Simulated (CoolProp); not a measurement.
A simple Rankine cycle with cis-2-butene: condensing at 292.15 K, boiler at 2.7 MPa, turbine inlet 524 K, turbine efficiency 0.85, pump efficiency 0.6, no recuperator. Each further row changes one setting.

Computed with CoolProp (reference Helmholtz-energy equation of state, Lemmon 2005). It is a short technical equation, of lower accuracy than the large ones.

```
case                             thermal efficiency (%)  net work (kJ/kg)  heat in (kJ/kg)  turbine exit temperature (K)  volume ratio over the turbine
-------------------------------  ----------------------  ----------------  ---------------  ----------------------------  -----------------------------
as stated                                          18.4               147              798                         437.1                           14.5
condensing temperature 284.15 K                    19.8               161              815                         429.4                           18.9
boiler pressure 1.89 MPa                           16.4               133              811                         450.5                           10.0
turbine efficiency 0.75                            16.1               129              798                         446.1                           14.8
```
